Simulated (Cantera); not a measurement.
Input (Python, Cantera) and output of one run.

```python
import numpy as np
import cantera as ct

gas_names = [...]  # 110 gases of nasa_gas.yaml made of C, H, O
cond_names = """
    C(gr) C6H6(L) C7H8(L) C8H18(L),n-octa H2O(s) H2O(L)
""".split()


# ... load() reads the species with a 1 bar reference pressure and builds the phases ...
atoms = {
    'C': {'C': 1},
    'CO2': {'C': 1, 'O': 2},
    'H2': {'H': 2},
}
top_T = {'C(gr)': 4500}  # K; cautious upper limits of use, not melting points


# ... equilibrate(T, P, feed) seeds the gas with the atoms and calls Mixture.equilibrate('TP', solver="vcs", rtol=1e-11, max_steps=5000) ...
results = []
T = 848  # K
P = 10000  # Pa
for m in [0.43, 0.64, 0.94, 1.4, 2, 3, 4.4, 6.5, 9.5, 14, 21, 30]:
    feed = {'C': 1, 'CO2': 0.73, 'H2': m}  # mol
    mix = equilibrate(T, P, feed)
    results.append((T, P, feed, dict(zip(mix.species_names, mix.species_moles))))

top = {s: max(r[3][s] / sum(r[3][g] for g in gas_names) for r in results) for s in gas_names}
cols = sorted((s for s in top if top[s] > 0.001), key=lambda s: -top[s])[:8]
seen = [c for c in cond_names if any(r[3].get(c, 0) > 1e-12 for r in results)]
print("log10 of partial pressures in bar; condensed amounts in mol")
print(f"{'n(H2)':>10s}" + "".join(f"{s[:9]:>10s}" for s in cols + seen))
for T, P, feed, n in results:
    ng = sum(n[g] for g in gas_names)
    print(f"{feed['H2']:10.4g}" + "".join(f"{np.log10(max(n[s] / ng * P / 1e5, 1e-99)):10.3f}" for s in cols)
          + "".join(f"{n.get(c, 0):10.4g}" for c in seen))
```

Result:

```
log10 of partial pressures in bar; condensed amounts in mol
     n(H2)        H2        CO       CO2       H2O       CH4     C(gr)
      0.43    -1.617    -1.429    -1.500    -2.178    -3.427    0.7864
      0.64    -1.498    -1.472    -1.586    -2.102    -3.189    0.7884
      0.94    -1.397    -1.526    -1.693    -2.055    -2.987    0.7875
       1.4    -1.309    -1.595    -1.832    -2.036    -2.811    0.7802
         2    -1.244    -1.670    -1.981    -2.045    -2.681    0.7644
         3    -1.184    -1.769    -2.179    -2.085    -2.562     0.729
       4.4    -1.142    -1.875    -2.393    -2.149    -2.476    0.6698
       6.5    -1.109    -1.996    -2.634    -2.236    -2.410    0.5713
       9.5    -1.085    -2.123    -2.889    -2.340    -2.363    0.4217
        14    -1.067    -2.263    -3.167    -2.462    -2.327    0.1892
        21    -1.051    -2.447    -3.470    -2.564    -2.360         0
        30    -1.037    -2.655    -3.756    -2.628    -2.464         0
```

These are equilibrium values from Cantera (NASA tables, ideal gas, pure condensed phases), not measurements of a reactor.
